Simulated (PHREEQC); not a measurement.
Solution A (0.0048 mol NH4HCO3 per kg of water) is mixed with solution B (0.0017 mol Rb2SO4 and 0.031 mol H3PO4 per kg of water) at 25 °C; shares are by mass of water, 1 kg in all. O2 is buffered at 0.21 atm. The system is closed to CO2. Precipitation was switched off in this run.

The series has 11 steps of share of solution B, from 0 to 1.

All values are PHREEQC results (ion-association model, wateq4f.dat), not measurements.

Question: Between which two steps does the pH jump most, and from what to what?

Answer: Between share of solution B = 0.1 and 0.2: from 5.83 to 2.89.

Species that the database lacks are ignored. H3PO4, which wateq4f.dat lacks, is added to it with the constant of phreeqc.dat.
